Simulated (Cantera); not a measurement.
A Cantera script and what it prints.

```python
import numpy as np
import cantera as ct

gas_names = """
    AL ALCL ALCL2 ALCL3 ALH ALN ALO ALOCL ALOH ALO2 ALO2H AL2 AL2CL6 AL2O AL2O2 CL CLO CL2 H HALO HCL
    HNO HNO2 HNO3 HOCL HO2 H2 H2O H2O2 N NH NH2 NH3 NH2OH NO NO2 NO3 N2 N2H2 N2H4 N2O O OH O2 O3
""".split()
cond_names = """
    AL(cr) AL(L) ALCL3(s) ALCL3(L) ALN(s) AL2O3(a) AL2O3(L) H2O(s) H2O(L) NH4CL(a) NH4CL(b)
""".split()


def load(file, names, dense=False):
    # The tables refer to 1 bar. Condensed volumes are neglected.
    table = {s.name: s for s in ct.Species.list_from_file(file)}
    out = []
    for n in names:
        d = dict(table[n].input_data)
        d["thermo"] = dict(d["thermo"], **{"reference-pressure": 1e5})
        if dense:
            d["equation-of-state"] = {"model": "constant-volume", "density": "1e6 g/cm^3"}
        out.append(ct.Species.from_dict(d))
    return out


gas = ct.Solution(thermo="ideal-gas", species=load("nasa_gas.yaml", gas_names))
cond = {s.name: ct.Solution(thermo="fixed-stoichiometry", species=[s], name=s.name)
        for s in load("nasa_condensed.yaml", cond_names, dense=True)}
atoms = {
    'AlCl3': {'AL': 1, 'CL': 3},
    'H2O': {'H': 2, 'O': 1},
    'N2': {'N': 2},
}
top_T = {'ALN(s)': 2750}  # K; cautious upper limits of use, not melting points


def equilibrate(T, P, feed):
    n = {}
    for name, mol in feed.items():
        for a, k in atoms[name].items():
            n[a] = n.get(a, 0.0) + k * mol
    gas.TPX = T, P, n
    mass = sum(n.values()) * gas.mean_molecular_weight
    gas.equilibrate("TP")
    valid = [c for c in cond.values() if c.min_temp <= T <= top_T.get(c.name, c.max_temp)]
    mix = ct.Mixture([(gas, mass / gas.mean_molecular_weight)] + [(c, 0.0) for c in valid])
    mix.T, mix.P = T, P
    mix.equilibrate("TP", solver="vcs", rtol=1e-11, max_steps=5000)
    return mix


results = []
feed = {'AlCl3': 1, 'H2O': 0.81, 'N2': 1.2}  # mol
P = 12000  # Pa
for T in [900, 1000, 1100, 1200, 1300, 1400, 1500, 1600]:
    mix = equilibrate(T, P, feed)
    results.append((T, P, feed, dict(zip(mix.species_names, mix.species_moles))))

top = {s: max(r[3][s] / sum(r[3][g] for g in gas_names) for r in results) for s in gas_names}
cols = sorted((s for s in top if top[s] > 0.0001), key=lambda s: -top[s])[:9]
seen = [c for c in cond_names if any(r[3].get(c, 0) > 1e-12 for r in results)]
print("log10 of partial pressures in bar; condensed amounts in mol")
print(f"{'T/K':>10s}" + "".join(f"{s[:9]:>10s}" for s in cols + seen))
for T, P, feed, n in results:
    ng = sum(n[g] for g in gas_names)
    print(f"{T:10.4g}" + "".join(f"{np.log10(max(n[s] / ng * P / 1e5, 1e-99)):10.3f}" for s in cols)
          + "".join(f"{n.get(c, 0):10.4g}" for c in seen))
```

Output:

```
log10 of partial pressures in bar; condensed amounts in mol
       T/K       HCL        N2     ALCL3        CL    AL2CL6        H2     ALCL2       H2O  AL2O3(a)
       900    -1.227    -1.357    -1.780    -7.663    -3.890    -7.013   -11.491    -7.474      0.27
      1000    -1.227    -1.357    -1.775    -6.691    -4.553    -6.423    -9.991    -6.856      0.27
      1100    -1.227    -1.357    -1.774    -5.913    -5.094    -5.899    -8.750    -6.353      0.27
      1200    -1.227    -1.358    -1.774    -5.284    -5.539    -5.420    -7.698    -5.937      0.27
      1300    -1.227    -1.358    -1.774    -4.766    -5.910    -4.983    -6.795    -5.588      0.27
      1400    -1.228    -1.358    -1.774    -4.329    -6.224    -4.591    -6.014    -5.292      0.27
      1500    -1.228    -1.358    -1.774    -3.954    -6.492    -4.245    -5.335    -5.039    0.2699
      1600    -1.230    -1.358    -1.775    -3.624    -6.723    -3.943    -4.743    -4.820    0.2699
```

These are equilibrium values from Cantera (NASA tables, ideal gas, pure condensed phases), not measurements of a reactor. The tables' values for AlCl2 are old estimates; treat these amounts as uncertain. Condensed phases not in the tables: AlOCl.
